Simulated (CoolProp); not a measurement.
R245fa at 293.15 K and 2.92 MPa flows at 5.9 m/s in a round tube of 50 mm bore and 1.5 µm roughness, fully developed (64/Re and Nu = 3.66 if laminar; Colebrook and Gnielinski if turbulent). Each further row changes one setting.

Computed with CoolProp (reference Helmholtz-energy equation of state, Akasaka 2015).

```csv
case,Reynolds number,Darcy friction factor,pressure drop (Pa/m),heat-transfer coefficient (W/(m² K)),mass flow (kg/h)
as stated,922000,0.0124,5880,7520,56700
velocity 11.8 m/s,1840000,0.0114,21600,14100,113000
diameter 100 mm,1840000,0.0110,2600,6880,227000
```

Viscosity comes from a separate model (Bell 2016), an estimate that may be off by 10 % or more. Thermal conductivity comes from a separate model (Huber 2003), an estimate that may be off by 10 % or more.
